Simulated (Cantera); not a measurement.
An isothermal, constant-pressure homogeneous reactor starts with NH3 : N2 = 1 : 0.17 (molar parts), at 1775 K and 12.0 Torr. Integrator tolerance rtol = 1e-08.

Model: the gas-phase N/H chemistry of the illustrative SiF4/NH3 mechanism in the Surface Chemkin manual (1991), integrated in Cantera. Walls and surfaces, which speed up NH3 decomposition in real reactors, are not modelled.

Problem. What does this change do: temperature 1775 to 1300 K?

Solution. 
| quantity | before | after |
|---|---|---|
| x(NH3) at 100 s | 0.00530 (gas-phase equilibrium 1.55e-7) | 0.852 (gas-phase equilibrium 6.22e-7) |
| x(N2H2) at 100 s | 6.96e-9 (gas-phase equilibrium <1e-12) | 1.47e-7 (gas-phase equilibrium <1e-12) |
| x(N) at 100 s | 1.89e-7 (gas-phase equilibrium 1.02e-10) | 9.50e-12 (gas-phase equilibrium <1e-12) |
| x(H) at 100 s | 0.000722 (gas-phase equilibrium 0.00191) | 1.03e-8 (gas-phase equilibrium 7.32e-6) |
| x(H2) at 100 s | 0.686 (gas-phase equilibrium 0.690) | 0.00180 (gas-phase equilibrium 0.691) |
| x(N2H4) at 100 s | 1.26e-11 (gas-phase equilibrium <1e-12) | 4.03e-9 (gas-phase equilibrium <1e-12) |
